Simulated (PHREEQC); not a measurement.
# Sulfide liquor

Consider water at 25 °C with 0.00024 mol/kgw H2S and 0.023 mol/kgw NaCl. Closed to the air; pH follows from the charge balance.

Model: ion-association model, phreeqc.dat, run in PHREEQC.

Each row changes one thing in this solution. No solid was allowed to form.

```csv
case,pH,HS- (mol/kgw),SI of Halite (NaCl)
as made,5.28,5.95e-6,-4.97
temperature from 25 to 75 °C,5.09,9.33e-6,-5.02
NaCl from 0.023 to 0.0115 mol/kgw,5.28,5.75e-6,-5.54
H2S from 0.00024 to 4.8e-05 mol/kgw,5.63,2.62e-6,-4.97
H2S from 0.00024 to 0.00036 mol/kgw,5.19,7.31e-6,-4.97
```

Species that the database lacks are ignored. Constants without temperature data keep their 25 °C values here.
